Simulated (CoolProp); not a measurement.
Values from CoolProp's reference Helmholtz-energy equation of state, Outcalt 1996. It is a modified Benedict-Webb-Rubin equation, recast in Helmholtz form.

Task: For R152A, give the phase and the cp (kJ/(kg K)), Joule-Thomson coefficient (K/MPa), Prandtl number at 306.2 K and 0.189 bar; 353.6 K and 36.2 bar.

Result: 
- 306.2 K and 0.189 bar: gas; cp 1.04, Joule-Thomson coefficient 25.4, Prandtl number 0.803
- 353.6 K and 36.2 bar: liquid; cp 2.24, Joule-Thomson coefficient 0.632, Prandtl number 2.46

Viscosity comes from a separate model (Bell 2016), an estimate that may be off by 10 % or more. Thermal conductivity comes from a separate model (Krauss 1996).
